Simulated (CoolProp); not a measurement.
Vapour pressure (MPa) of cyclopentane: the reference equation beside estimates from Tc = 238.6 °C, pc = 4.583 MPa, ω = 0.202. Clausius-Clapeyron is anchored at 112.85 °C with a constant enthalpy of vaporisation of 23.49 kJ/mol.

Model: reference Helmholtz-energy equation of state, Gedanitz 2015, in CoolProp.

```tsv
T (°C)	reference	Clausius-Clapeyron	van der Waals	Redlich-Kwong	Soave-Redlich-Kwong	Peng-Robinson
81.05	0.2592	0.2895	0.8672	0.3642	0.2587	0.2582
86.35	0.2977	0.3256	0.9357	0.4131	0.2977	0.2966
91.65	0.3403	0.3650	1.008	0.4666	0.3410	0.3393
96.95	0.3874	0.4078	1.083	0.5248	0.3889	0.3865
102.25	0.4393	0.4542	1.162	0.5881	0.4418	0.4386
107.55	0.4962	0.5044	1.245	0.6566	0.5000	0.4958
112.85	0.5585	0.5585	1.331	0.7305	0.5637	0.5584
118.15	0.6264	0.6167	1.421	0.8101	0.6333	0.6269
123.45	0.7003	0.6792	1.515	0.8956	0.7092	0.7015
128.75	0.7805	0.7461	1.612	0.9871	0.7916	0.7826
134.05	0.8673	0.8176	1.714	1.085	0.8809	0.8706
139.35	0.9610	0.8939	1.820	1.189	0.9775	0.9657
144.65	1.062	0.9750	1.929	1.300	1.082	1.068
149.95	1.171	1.061	2.043	1.418	1.194	1.179
```

Absolute difference from the reference over all 14 rows, mean and median: Clausius-Clapeyron 5.6 and 5.5 %, van der Waals 140.8 and 132.6 %, Redlich-Kwong 30.3 and 30.1 %, Soave-Redlich-Kwong 1.0 and 1.0 %, Peng-Robinson 0.3 and 0.3 %.
